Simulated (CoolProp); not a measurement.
A single-stage vapour-compression cycle with the fluid: evaporating at 253.15 K (dew point), condensing at 317.15 K (bubble point), superheat 8 K, subcooling 0 K, compressor efficiency 0.65, no pressure losses. The same conditions are run with several fluids, on thermodynamics alone (safety and materials aside).

Model: reference Helmholtz-energy equation of state of each fluid (R410A: Lemmon 2003; R123: Younglove 1994; R236FA: Pan 2012; dimethyl ether: Wu 2011; R152A: Outcalt 1996; R141b: Lemmon 2006), in CoolProp. Blends and air are pseudo-pure fits.

```json
[
 {"fluid": "R410A", "cooling COP": "1.68", "pressure ratio": "6.69", "discharge temperature (K)": "(withheld)", "refrigerating effect (kJ/kg)": "148", "volumetric capacity (kJ/m³)": "2170"},
 {"fluid": "R123", "cooling COP": "2.02", "pressure ratio": "(withheld)", "discharge temperature (K)": "358.6", "refrigerating effect (kJ/kg)": "130", "volumetric capacity (kJ/m³)": "111"},
 {"fluid": "R236FA", "cooling COP": "1.77", "pressure ratio": "11.2", "discharge temperature (K)": "335.2", "refrigerating effect (kJ/kg)": "96.5", "volumetric capacity (kJ/m³)": "(withheld)"},
 {"fluid": "dimethyl ether", "cooling COP": "1.97", "pressure ratio": "7.94", "discharge temperature (K)": "377.5", "refrigerating effect (kJ/kg)": "318", "volumetric capacity (kJ/m³)": "871"},
 {"fluid": "R152A", "cooling COP": "(withheld)", "pressure ratio": "8.37", "discharge temperature (K)": "378.4", "refrigerating effect (kJ/kg)": "222", "volumetric capacity (kJ/m³)": "851"},
 {"fluid": "R141b", "cooling COP": "2.08", "pressure ratio": "14.6", "discharge temperature (K)": "(withheld)", "refrigerating effect (kJ/kg)": "179", "volumetric capacity (kJ/m³)": "101"}
]
```

Problem. Some entries are withheld; supply them.

Solution. 
- R410A, discharge temperature (K): 381.6
- R123, pressure ratio: 14.7
- R236FA, volumetric capacity (kJ/m³): 303
- R152A, cooling COP: 1.94
- R141b, discharge temperature (K): 373.8
